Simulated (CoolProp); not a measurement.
Vapour-liquid equilibrium of ethanol (1) + n-nonane (2) at 161.85 °C; x and y are mole fractions of (1).

The numbers come from the multi-fluid Helmholtz-energy mixture model, Schroeder 2014 and Lemmon 2006; pair parameters Bell 2016 in CoolProp.

```json
[
 {"x": "0.05", "bubble pressure, mixture model (MPa)": "0.3041", "bubble pressure, Raoult's law (MPa)": "0.1937", "y, mixture model": "0.549", "y, Raoult's law": "0.339"},
 {"x": "0.2", "bubble pressure, mixture model (MPa)": "0.6579", "bubble pressure, Raoult's law (MPa)": "0.3706", "y, mixture model": "0.793", "y, Raoult's law": "0.709"},
 {"x": "0.35", "bubble pressure, mixture model (MPa)": "0.8534", "bubble pressure, Raoult's law (MPa)": "0.5476", "y, mixture model": "0.847", "y, Raoult's law": "0.840"},
 {"x": "0.5", "bubble pressure, mixture model (MPa)": "0.9718", "bubble pressure, Raoult's law (MPa)": "0.7245", "y, mixture model": "0.873", "y, Raoult's law": "0.907"},
 {"x": "0.65", "bubble pressure, mixture model (MPa)": "1.066", "bubble pressure, Raoult's law (MPa)": "0.9015", "y, mixture model": "0.897", "y, Raoult's law": "0.948"},
 {"x": "0.8", "bubble pressure, mixture model (MPa)": "1.163", "bubble pressure, Raoult's law (MPa)": "1.078", "y, mixture model": "0.927", "y, Raoult's law": "0.975"},
 {"x": "0.95", "bubble pressure, mixture model (MPa)": "1.275", "bubble pressure, Raoult's law (MPa)": "1.255", "y, mixture model": "0.976", "y, Raoult's law": "0.995"}
]
```

The largest gap from Raoult's law is +77.5 % in bubble pressure, at x = 0.2. No azeotrope shows between x = 0.05 and 0.95.

The pair parameters rest on a limited set of measurements; away from them the model extrapolates. With so large a gap from Raoult's law the liquid may split in two, which this calculation doesn't test in full.
